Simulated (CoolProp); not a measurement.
R123 along the isotherm 93.75 °C: fugacity coefficient from the reference equation and from simpler models built on Tc = 183.7 °C, pc = 3.662 MPa, ω = 0.282; each cubic takes its own stable root.

The numbers come from the reference Helmholtz-energy equation of state, Younglove 1994 in CoolProp. It is a modified Benedict-Webb-Rubin equation, recast in Helmholtz form.

| p (MPa) | phase | reference |
|---|---|---|
| 0.366 | gas | 0.9263 |
| 0.732 | liquid | 0.8049 |
| 1.1 | liquid | 0.5435 |
| 1.46 | liquid | 0.4153 |
| 1.83 | liquid | 0.3362 |
| 2.2 | liquid | 0.2838 |
| 2.56 | liquid | 0.2473 |
| 2.93 | liquid | 0.2192 |
| 3.3 | liquid | 0.1975 |
| 3.66 | liquid | 0.1806 |
| 4.03 | liquid | 0.1664 |
| 4.39 | liquid | 0.1549 |
| 4.76 | liquid | 0.1449 |
| 5.13 | liquid | 0.1364 |
| 5.49 | liquid | 0.1292 |

### Question
How far does each simpler model (van der Waals, Redlich-Kwong, Soave-Redlich-Kwong, Peng-Robinson) lie from the reference over these 15 states: mean and median of the absolute difference, and the worst?

### Answer
- van der Waals: mean 84.6 %, median 97.3 %, worst +109.7 % at 93.75 °C and 5.49 MPa
- Redlich-Kwong: mean 29.6 %, median 33.2 %, worst +35.3 % at 93.75 °C and 5.49 MPa
- Soave-Redlich-Kwong: mean 3.0 %, median 3.1 %, worst +4.3 % at 93.75 °C and 5.49 MPa
- Peng-Robinson: mean 0.1 %, median 0.1 %, worst -0.2 % at 93.75 °C and 5.49 MPa

At some of these states van der Waals, Redlich-Kwong gives the other phase, because its saturation line lies elsewhere.
